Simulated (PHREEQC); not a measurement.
A solution holds 0.0055 mol/kgw LiBr, 0.00011 mol/kgw NaHCO3 and 0.00048 mol/kgw MgCl2, at 25 °C. Closed to the air; pH follows from the charge balance.

The numbers come from PHREEQC with the ion-association model, wateq4f.dat.

This is a speciation only: nothing precipitates in the calculation.

Question: What pH does the model give?

Answer: pH 8.02.

Question: In which forms is C present?

Answer: HCO3- 97 %, CO2 1.9 %, CO3-2 0.6 % of the C.

Species that the database lacks are ignored.
